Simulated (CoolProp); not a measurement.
Values from CoolProp's reference Helmholtz-energy equation of state, Gao 2022.

### Question
Give the vapour pressure (MPa), vapour density (kg/m³), enthalpy of vaporisation (kJ/kg), liquid cp (kJ/(kg K)) of saturated n-perfluorobutane at 224.6, 232.6, 252.4 K.

### Answer
```csv
T (K),p (MPa),vapour density (kg/m³),enthalpy of vaporisation (kJ/kg),liquid cp (kJ/(kg K))
224.6,0.00953,1.22,112,1.05
232.6,0.0156,1.94,110,1.06
252.4,0.0445,5.19,104,1.08
```
